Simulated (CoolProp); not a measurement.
R245fa at 285.67 K and 0.0248 MPa flows at 6.1 m/s in a round tube of 100 mm bore and 0.25 µm roughness, fully developed (64/Re and Nu = 3.66 if laminar; Colebrook and Gnielinski if turbulent). Each further row changes one setting.

Model: reference Helmholtz-energy equation of state, Akasaka 2015, in CoolProp.

```
case               Reynolds number  Darcy friction factor  pressure drop (Pa/m)  heat-transfer coefficient (W/(m² K))  mass flow (kg/h)
-----------------  ---------------  ---------------------  --------------------  ------------------------------------  ----------------
as stated                    76300                 0.0191                  5.01                                  20.2                 ?
velocity 12.2 m/s           153000                 0.0165                  17.4                                  34.9               488
diameter 200 mm             153000                 0.0165                     ?                                  17.4                 ?
```

**Question.** Complete the blanks.

**Answer.** 
- as stated, mass flow (kg/h): 244
- diameter 200 mm, pressure drop (Pa/m): 2.17
- diameter 200 mm, mass flow (kg/h): 976

Viscosity comes from a separate model (Bell 2016), an estimate that may be off by 10 % or more. Thermal conductivity comes from a separate model (Huber 2003), an estimate that may be off by 10 % or more.
